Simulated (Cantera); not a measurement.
An isothermal, constant-pressure homogeneous reactor starts with CH4 : H2O = 1 : 4.9 (molar parts), at 2023 K and 4.93 atm. Integrator tolerance rtol = 1e-08.

Computed with Cantera and GRI-Mech 3.0 (53 species, 325 reactions).

Q: What does this change do: temperature 2023 to 1498 K?

A: 
| quantity | before | after |
|---|---|---|
| x(CH4) at 50.0 s | 1.33e-8 (gas-phase equilibrium 1.51e-8) | 0.00823 (gas-phase equilibrium 1.57e-6) |
| x(H2O) at 50.0 s | 0.468 (gas-phase equilibrium 0.468) | 0.472 (gas-phase equilibrium 0.456) |
| x(H) at 50.0 s | 0.000544 (gas-phase equilibrium 0.000544) | 4.86e-6 (gas-phase equilibrium 5.00e-6) |
| x(C2H2) at 50.0 s | <1e-12 (gas-phase equilibrium <1e-12) | 5.33e-5 (gas-phase equilibrium 1.80e-12) |
| x(O2) at 50.0 s | 3.19e-8 (gas-phase equilibrium 3.19e-8) | <1e-12 (gas-phase equilibrium <1e-12) |
| x(HO2) at 50.0 s | 7.73e-11 (gas-phase equilibrium 7.73e-11) | <1e-12 (gas-phase equilibrium <1e-12) |
